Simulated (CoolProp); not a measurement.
Vapour-liquid equilibrium of ethane (1) + hydrogen chloride (2) at 399 kPa; x and y are mole fractions of (1).

Model: multi-fluid Helmholtz-energy mixture model, Bücker 2006 and Thol 2018; pair parameters Bell 2016, in CoolProp.

```csv
x,"bubble temperature, mixture model (K)","bubble temperature, Raoult's law (K)","y, mixture model","y, Raoult's law"
0.05,212.9,216.2,0.166,0.053
0.15,209.3,216.0,0.334,0.159
0.25,207.8,215.9,0.412,0.264
0.35,207.2,215.7,0.457,0.367
0.45,206.9,215.5,0.492,0.468
0.55,206.9,215.3,0.526,0.568
0.65,207.1,215.1,0.569,0.667
0.75,207.8,214.9,0.628,0.764
0.85,209.3,214.8,0.720,0.859
0.95,212.2,214.6,0.877,0.954
```

The largest gap from Raoult's law is -8.6 K in bubble temperature, at x = 0.45. y crosses x between x = 0.45 and 0.55: the model has an azeotrope there.

Pair parameters are fitted to limited data, so mixtures are less certain than the pure fluids.
